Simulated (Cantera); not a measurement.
Feed: 1 mol C2H5OH, 0.31 mol O2, 1.1 mol H2, equilibrated at 17000 Pa.

These are equilibrium values from Cantera (NASA tables, ideal gas, pure condensed phases), not measurements of a reactor. Candidate condensed phases: C, C6H6, C7H8, C8H18, H2O; 110 gas species. Kinetics and transport are ignored.

x: gas mole fraction; n: condensed amount in mol.

```tsv
T (K)	x H2	x H2O	x CH4	x CO	x CO2	x C2H6	x H	n C(graphite)
600	0.154	0.408	0.381	0.000764	0.0571	5.52e-7	<1e-12	0.641
675	0.329	0.328	0.269	0.00579	0.0691	6.09e-7	<1e-12	0.820
750	0.519	0.229	0.146	0.0285	0.0769	4.04e-7	<1e-12	1.01
825	0.646	0.130	0.0641	0.0935	0.0670	1.77e-7	?	0.981
900	0.693	0.0548	0.0255	0.191	0.0348	6.26e-8	?	0.709
975	0.706	0.0184	0.0106	0.255	0.0106	2.26e-8	?	0.481
1050	0.711	0.00604	0.00492	0.276	0.00276	9.13e-9	?	0.402
1125	0.714	0.00219	0.00250	0.281	0.000785	4.11e-9	?	0.383
1200	0.715	0.000891	0.00137	0.283	0.000256	2.03e-9	?	0.379
```

Problem. Fill in the missing entries.

Solution. 
- 825, x H: 1.55e-11
- 900, x H: 2.36e-10
- 975, x H: 2.33e-9
- 1050, x H: 1.66e-8
- 1125, x H: 9.10e-8
- 1200, x H: 4.05e-7
